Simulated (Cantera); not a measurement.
A Cantera script and what it prints.

```python
import numpy as np
import cantera as ct

gas_names = [...]  # 113 gases of nasa_gas.yaml made of C, H, O, Ta
cond_names = """
    C(gr) C6H6(L) C7H8(L) C8H18(L),n-octa H2O(s) H2O(L) Ta(cr) Ta(L) TaC(s) TaC(L) Ta2O5(s) Ta2O5(L)
""".split()


# ... load() reads the species with a 1 bar reference pressure and builds the phases ...
atoms = {
    'Ta(OEt)5': {'Ta': 1, 'C': 10, 'H': 25, 'O': 5},
    'CO2': {'C': 1, 'O': 2},
}
top_T = {'C(gr)': 4500}  # K; cautious upper limits of use, not melting points


# ... equilibrate(T, P, feed) seeds the gas with the atoms and calls Mixture.equilibrate('TP', solver="vcs", rtol=1e-11, max_steps=5000) ...
results = []
P = 13332.2  # Pa
for T in [2048, 2123, 2198, 2273, 2348, 2423, 2498, 2573, 2648, 2723]:
    for m in [0.7, 1.2, 1.7, 2.1, 2.6, 3.1, 3.6, 4, 4.5, 5, 5.5, 5.9]:
        feed = {'Ta(OEt)5': 1, 'CO2': m}  # mol
        mix = equilibrate(T, P, feed)
        results.append((T, P, feed, dict(zip(mix.species_names, mix.species_moles))))

for T, P, feed, n in results:
    print(f"{T:7g} {feed['CO2']:10.4g}  " + (" + ".join(c for c in cond_names if n.get(c, 0) > 1e-12) or "gas only"))
```

It prints:

```
   2048        0.7  C(gr) + TaC(s)
   2048        1.2  C(gr) + TaC(s)
   2048        1.7  C(gr) + TaC(s)
   2048        2.1  C(gr) + TaC(s)
   2048        2.6  C(gr) + TaC(s)
   2048        3.1  C(gr) + TaC(s)
   2048        3.6  C(gr) + TaC(s)
   2048          4  TaC(s)
   2048        4.5  TaC(s) + Ta2O5(s)
   2048          5  TaC(s) + Ta2O5(s)
   2048        5.5  TaC(s) + Ta2O5(s)
   2048        5.9  TaC(s) + Ta2O5(s)
   2123        0.7  C(gr) + TaC(s)
   2123        1.2  C(gr) + TaC(s)
   2123        1.7  C(gr) + TaC(s)
   2123        2.1  C(gr) + TaC(s)
   2123        2.6  C(gr) + TaC(s)
   2123        3.1  C(gr) + TaC(s)
   2123        3.6  C(gr) + TaC(s)
   2123          4  TaC(s)
   2123        4.5  TaC(s) + Ta2O5(L)
   2123          5  TaC(s) + Ta2O5(L)
   2123        5.5  TaC(s) + Ta2O5(L)
   2123        5.9  TaC(s) + Ta2O5(L)
   2198        0.7  C(gr) + TaC(s)
   2198        1.2  C(gr) + TaC(s)
   2198        1.7  C(gr) + TaC(s)
   2198        2.1  C(gr) + TaC(s)
   2198        2.6  C(gr) + TaC(s)
   2198        3.1  C(gr) + TaC(s)
   2198        3.6  C(gr) + TaC(s)
   2198          4  TaC(s)
   2198        4.5  TaC(s) + Ta2O5(L)
   2198          5  TaC(s) + Ta2O5(L)
   2198        5.5  TaC(s) + Ta2O5(L)
   2198        5.9  TaC(s) + Ta2O5(L)
   2273        0.7  C(gr) + TaC(s)
   2273        1.2  C(gr) + TaC(s)
   2273        1.7  C(gr) + TaC(s)
   2273        2.1  C(gr) + TaC(s)
   2273        2.6  C(gr) + TaC(s)
   2273        3.1  C(gr) + TaC(s)
   2273        3.6  C(gr) + TaC(s)
   2273          4  TaC(s)
   2273        4.5  TaC(s) + Ta2O5(L)
   2273          5  TaC(s) + Ta2O5(L)
   2273        5.5  TaC(s) + Ta2O5(L)
   2273        5.9  TaC(s) + Ta2O5(L)
   2348        0.7  C(gr) + TaC(s)
   2348        1.2  C(gr) + TaC(s)
   2348        1.7  C(gr) + TaC(s)
   2348        2.1  C(gr) + TaC(s)
   2348        2.6  C(gr) + TaC(s)
   2348        3.1  C(gr) + TaC(s)
   2348        3.6  C(gr) + TaC(s)
   2348          4  TaC(s)
   2348        4.5  Ta(cr) + TaC(s)
   2348          5  Ta(cr) + TaC(s)
   2348        5.5  Ta(cr) + Ta2O5(L)
   2348        5.9  Ta(cr) + Ta2O5(L)
   2423        0.7  C(gr) + TaC(s)
   2423        1.2  C(gr) + TaC(s)
   2423        1.7  C(gr) + TaC(s)
   2423        2.1  C(gr) + TaC(s)
   2423        2.6  C(gr) + TaC(s)
   2423        3.1  C(gr) + TaC(s)
   2423        3.6  C(gr) + TaC(s)
   2423          4  TaC(s)
   2423        4.5  Ta(cr) + TaC(s)
   2423          5  Ta(cr) + TaC(s)
   2423        5.5  Ta(cr) + Ta2O5(L)
   2423        5.9  Ta(cr) + Ta2O5(L)
   2498        0.7  C(gr) + TaC(s)
   2498        1.2  C(gr) + TaC(s)
   2498        1.7  C(gr) + TaC(s)
   2498        2.1  C(gr) + TaC(s)
   2498        2.6  C(gr) + TaC(s)
   2498        3.1  C(gr) + TaC(s)
   2498        3.6  C(gr) + TaC(s)
   2498          4  TaC(s)
   2498        4.5  Ta(cr) + TaC(s)
   2498          5  Ta(cr) + TaC(s)
   2498        5.5  Ta(cr) + Ta2O5(L)
   2498        5.9  Ta(cr) + Ta2O5(L)
   2573        0.7  C(gr) + TaC(s)
   2573        1.2  C(gr) + TaC(s)
   2573        1.7  C(gr) + TaC(s)
   2573        2.1  C(gr) + TaC(s)
   2573        2.6  C(gr) + TaC(s)
   2573        3.1  C(gr) + TaC(s)
   2573        3.6  C(gr) + TaC(s)
   2573          4  TaC(s)
   2573        4.5  Ta(cr) + TaC(s)
   2573          5  Ta(cr) + TaC(s)
   2573        5.5  Ta(cr)
   2573        5.9  Ta(cr) + Ta2O5(L)
   2648        0.7  C(gr) + TaC(s)
   2648        1.2  C(gr) + TaC(s)
   2648        1.7  C(gr) + TaC(s)
   2648        2.1  C(gr) + TaC(s)
   2648        2.6  C(gr) + TaC(s)
   2648        3.1  C(gr) + TaC(s)
   2648        3.6  TaC(s)
   2648          4  TaC(s)
   2648        4.5  Ta(cr) + TaC(s)
   2648          5  Ta(cr) + TaC(s)
   2648        5.5  Ta(cr)
   2648        5.9  Ta(cr)
   2723        0.7  C(gr) + TaC(s)
   2723        1.2  C(gr) + TaC(s)
   2723        1.7  C(gr) + TaC(s)
   2723        2.1  C(gr) + TaC(s)
   2723        2.6  C(gr) + TaC(s)
   2723        3.1  C(gr) + TaC(s)
   2723        3.6  TaC(s)
   2723          4  TaC(s)
   2723        4.5  Ta(cr) + TaC(s)
   2723          5  Ta(cr) + TaC(s)
   2723        5.5  Ta(cr)
   2723        5.9  Ta(cr)
```

Equilibrium computed with Cantera from the NASA thermochemical tables; the gas is ideal and each condensed phase is pure. The feed counts by its element totals alone. Mutual solubility and eutectic melting of coexisting phases are not modelled. TaC: taken at fixed stoichiometry. Condensed phases not in the tables: Ta2C, N, O or C dissolved in the metal.
